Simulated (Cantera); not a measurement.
Input (Python, Cantera):

```python
import numpy as np
import cantera as ct

gas = ct.Solution("gri30.yaml")


def delay(T, t_max=10):
    gas.TPX = T, 56000, {'CH4': 1, 'CO': 0.18, 'O2': 0.95, 'N2': 3.57}
    reactor = ct.IdealGasReactor(gas, clone=False)
    net = ct.ReactorNet([reactor])
    net.rtol, net.atol = 1e-8, 1e-16
    while net.time < t_max:
        t_old, T_old = net.time, reactor.T
        net.step()
        if reactor.T > T + 400:  # ignition: a rise of 400 K
            return t_old + (T + 400 - T_old) / (reactor.T - T_old) * (net.time - t_old)
    return np.nan


taus = []
for T in [1275, 1325, 1375, 1425, 1475, 1525, 1575, 1625, 1675, 1725]:
    taus.append(delay(T))
    print(f"T0 = {T:6g} K   tau = {taus[-1]:.4e} s")
```

Output:

```
T0 =   1275 K   tau = 4.2724e-02 s
T0 =   1325 K   tau = 2.1216e-02 s
T0 =   1375 K   tau = 1.0933e-02 s
T0 =   1425 K   tau = 5.8554e-03 s
T0 =   1475 K   tau = 3.2668e-03 s
T0 =   1525 K   tau = 1.9027e-03 s
T0 =   1575 K   tau = 1.1576e-03 s
T0 =   1625 K   tau = 7.3473e-04 s
T0 =   1675 K   tau = 4.8495e-04 s
T0 =   1725 K   tau = 3.3154e-04 s
```

Detailed kinetics in Cantera: GRI-Mech 3.0 (53 species, 325 reactions).
